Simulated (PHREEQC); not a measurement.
Solution (40 °C): 0.016 mol/kgw HF, 0.099 mol/kgw (NH4)2SiF6 and 4.4e-05 mol/kgw H3PO4. Closed to the air; pH follows from the charge balance.

Model: ion-association model, phreeqc.dat, run in PHREEQC.

Precipitation was switched off in this run.

Task: What pH, density does the model give?

Result: pH 2.54; density 1.002 g/cm³.

Task: In which forms is P present?

Result: H2PO4- 75 %, H3PO4 25 % of the P.

Away from 25 °C the constants follow the database's enthalpies or fits; those with neither stay at their 25 °C values. SiF6-2 is the database's only silicon fluoride.
